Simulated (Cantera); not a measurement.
Charge: 1 mol borazine, 1.9 mol H₂O, 3.8 mol N₂, held at 1452 °C and 1.00 Torr.

Method: chemical equilibrium by Gibbs-energy minimisation in Cantera with the NASA 1993 tables (ideal gas, pure condensed phases). Candidate condensed phases: B, BN, B₂O₃, B₃O₃H₃, H₂O; 39 gas species. The feed counts by its element totals alone. Rates play no part.

Base state: N₂ 0.444, H₂ 0.441, HBO 0.0522, B₂O₂ 0.0271, B₂O₃ 0.0196, BO 0.00776, HBO₂ 0.00479, H 0.00338 (mole fractions); condensed: BN(s).

Q: What changes in the equilibrium state with this change: temperature from 1452 °C to 1502 °C?

A: 
```json
[
 {"species": "N₂", "before": "0.444", "after": "0.443"},
 {"species": "H₂", "before": "0.441", "after": "0.431"},
 {"species": "HBO", "before": "0.0522", "after": "0.0596"},
 {"species": "B₂O₃", "before": "0.0196", "after": "0.0120"},
 {"species": "BO", "before": "0.00776", "after": "0.0132"},
 {"species": "B₂O₂", "before": "0.0271", "after": "0.0329"},
 {"species": "HBO₂", "before": "0.00479", "after": "0.00284"},
 {"species": "H₂O", "before": "7.43e-5", "after": "4.73e-5"},
 {"species": "BN(s), mol", "before": "1.35", "after": "1.26"}
]
```
